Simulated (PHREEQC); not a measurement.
**Alkaline etch or developer**

Consider water at 20 °C with 0.01 mol NaOH and 9.2e-07 mol H4SiO4 per kg of water. Closed to the air; pH follows from the charge balance.

The numbers come from PHREEQC with the Pitzer model, pitzer.dat.

No solid was allowed to form.

Question: Estimate the pH, osmotic coefficient.

Answer: pH 12.12; osmotic coefficient 0.968.

Question: In which forms is Si present?

Answer: H3SiO4- 91 %, H2SiO4-2 8.3 %, H4SiO4 0.5 % of the Si.

Species that the database lacks are ignored.
